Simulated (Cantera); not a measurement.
Input: 1 mol SiH₄, 0.68 mol C₂H₄, 79 mol H₂, 0.18 mol HCl, at 13.3 mbar.

Method: chemical equilibrium by Gibbs-energy minimisation in Cantera with the NASA 1993 tables (ideal gas, pure condensed phases). Candidate condensed phases: C, C₆H₆, C₇H₈, C₈H₁₈, Si, SiC; 109 gas species. Gases not in the tables: Si₂H₆ and higher silanes. Rates play no part.

Problem. At 2573 K, list the 4 most abundant gas species with their mole fractions, and the condensed phases.

Solution. H₂ 0.728, H 0.254, Si 0.00870, C₂H₂ (acetylene) 0.00539. Condensed: gas only.
